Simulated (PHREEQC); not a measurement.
Make-up at 60 °C: 0.24 mol HF, 0.00092 mol NH4F and 0.092 mol H3PO4 per kg of water. Closed to the air; pH follows from the charge balance.

All values are PHREEQC results (ion-association model, phreeqc.dat), not measurements.

This is a speciation only: nothing precipitates in the calculation.

Order these F species by the share of F that they hold, largest first: HF, F-, HF2-.

HF (95 %), HF2- (3.5 %), F- (1.7 %)

The pH is 1.65 and the ionic strength 0.0266 mol/kgw. Species that the database lacks are ignored. At this temperature some constants are extrapolated from 25 °C, and those without enthalpy data are left unchanged.
